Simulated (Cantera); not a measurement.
Input: 1 mol PbO, 520 mol H2, 0.67 mol N2, equilibrated at 1973 K and 1.33 mbar.

Cantera equilibrium calculation (NASA polynomials, part measured and part estimated; ideal gas, pure solids and liquids). Candidate condensed phases: H2O, Pb, PbO, PbO2, Pb3O4; 27 gas species. Equilibrium is a limit: real reactors are often held back by kinetics, nucleation or transport.

Base state: H2 0.959, H 0.0362, Pb 0.00188, H2O 0.00188, N2 0.00126 (mole fractions); condensed: gas only.

Q: What changes in the equilibrium state with this change: PbO replaced by PbS?

A: 
```tsv
species	before	after
H2	0.959	0.959
H	0.0362	0.0362
Pb	0.00188	0.00187
H2O	0.00188	0
S	0	0.000749
SH	0	0.000677
H2S	0	0.000229
S2	0	0.000106
PbS	0	1.35e-5
N2	0.00126	0.00126
```
Further candidate phases: PbS, S.
